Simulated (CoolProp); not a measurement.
2000 sccm (0 °C, 1 atm) of nitrogen bubbles through liquid n-decane at 334.3 K and leaves saturated at a total pressure of 0.0349 MPa (ideal gas phase). Each further row changes one setting.

Computed with CoolProp (reference Helmholtz-energy equation of state, Lemmon 2006). It is a short technical equation, of lower accuracy than the large ones.

```
case                       vapour pressure (kPa)  mole fraction of vapour  delivery (mg/min)  delivery (sccm)  change of delivery for a bath 1 K warmer (%)
-------------------------  ---------------------  -----------------------  -----------------  ---------------  --------------------------------------------
as stated                                   1.62               (withheld)                618             97.4                                    (withheld)
bath temperature 339.3 K              (withheld)               (withheld)         (withheld)              128                                           5.5
total pressure 0.0698 MPa                   1.62               (withheld)                302       (withheld)                                           5.5
```

Question: Some entries are withheld; supply them.

Answer: 
- as stated, mole fraction of vapour: 0.0464
- as stated, change of delivery for a bath 1 K warmer (%): 5.6
- bath temperature 339.3 K, vapour pressure (kPa): 2.10
- bath temperature 339.3 K, mole fraction of vapour: 0.0600
- bath temperature 339.3 K, delivery (mg/min): 811
- total pressure 0.0698 MPa, mole fraction of vapour: 0.0232
- total pressure 0.0698 MPa, delivery (sccm): 47.5
